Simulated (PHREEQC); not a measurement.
0.086 g of hydrous ferric oxide (600 m²/g; 0.2 weak and 0.005 strong sites per Fe, Dzombak-Morel constants, diffuse double layer) in 1 kg of water with 0.005 mol/kgw of an inert sodium salt and 3e-06 mol/kgw MgCl2, 2.8e-06 mol/kgw CuSO4 and 3.3e-07 mol/kgw MnCl2, at 25 °C; the pH is set by adding NaOH or the inert anion's acid. No oxygen is let in. CO2 from the air is kept out. No solid was allowed to form.

The series has 17 steps of pH, from 4 to 10.

The numbers come from PHREEQC with the ion-association model, wateq4f.dat.

Near which pH is half of the Mg sorbed, and on which side is more sorbed?

Near pH 8.4, with more sorbed at higher pH.

Near which pH is half of the S sorbed, and on which side is more sorbed?

Near pH 6.4, with more sorbed at lower pH.

Near which pH is half of the Cu sorbed, and on which side is more sorbed?

Near pH 5.2, with more sorbed at higher pH.

The database's constant for dissolved Cu(OH)2 is higher than later reviews accept.
